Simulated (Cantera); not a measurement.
Adiabatic ignition

An adiabatic, constant-volume homogeneous reactor starts with CH4 : C2H6 : O2 : N2 : CO2 = 1 : 0.15 : 1.33 : 5 : 0.015 (molar parts), at 1800 K and 10.0 bar.

Cantera simulation using GRI-Mech 3.0 (53 species, 325 reactions); the numbers are that mechanism's predictions, not measurements. Above 3000 K some thermodynamic fits are extrapolated.

| t (s) | T (K) | P (bar) | x CH4 | x C2H6 | x O2 | x C2H4 | x OH | x CO2 |
|---|---|---|---|---|---|---|---|---|
| 7.00e-6 | 3141 | 20.6 | 3.47e-5 | 3.57e-10 | 0.000145 | 6.30e-8 | 0.00557 | 0.0168 |
| 1.67e-5 | 3110 | 20.5 | 4.53e-10 | <1e-12 | 0.000192 | <1e-12 | 0.00623 | 0.0167 |
| 3.99e-5 | 3109 | 20.5 | 4.60e-10 | <1e-12 | 0.000189 | <1e-12 | 0.00618 | 0.0167 |
| 9.51e-5 | 3108 | 20.5 | 4.64e-10 | <1e-12 | 0.000187 | <1e-12 | 0.00616 | 0.0167 |
| 0.000227 | 3108 | 20.5 | 4.64e-10 | <1e-12 | 0.000187 | <1e-12 | 0.00615 | 0.0167 |
| 0.000542 | 3108 | 20.5 | 4.64e-10 | <1e-12 | 0.000187 | <1e-12 | 0.00615 | 0.0167 |
| 0.00129 | 3108 | 20.5 | 4.64e-10 | <1e-12 | 0.000187 | <1e-12 | 0.00615 | 0.0167 |
| 0.00308 | 3108 | 20.5 | 4.64e-10 | <1e-12 | 0.000187 | <1e-12 | 0.00615 | 0.0167 |
| 0.00736 | 3108 | 20.5 | 4.64e-10 | <1e-12 | 0.000187 | <1e-12 | 0.00615 | 0.0167 |
| 0.0176 | 3108 | 20.5 | 4.64e-10 | <1e-12 | 0.000187 | <1e-12 | 0.00615 | 0.0167 |
| 0.0419 | 3108 | 20.5 | 4.64e-10 | <1e-12 | 0.000187 | <1e-12 | 0.00615 | 0.0167 |
| 0.100 | 3108 | 20.5 | 4.64e-10 | <1e-12 | 0.000187 | <1e-12 | 0.00615 | 0.0167 |
x: mole fraction; the columns are a selection and need not sum to one.

```json
{
  "time_of_steepest_temperature_rise": "5.93 µs",
  "temperature at 0.100 s": "3108 K",
  "equilibrium_temperature": "3108 K",
  "x(CH4) at 0.100 s": "4.64e-10 (gas-phase equilibrium 5.22e-10)",
  "x(C2H6) at 0.100 s": "<1e-12 (gas-phase equilibrium <1e-12)",
  "x(O2) at 0.100 s": "0.000187 (gas-phase equilibrium 0.000187)"
}
```
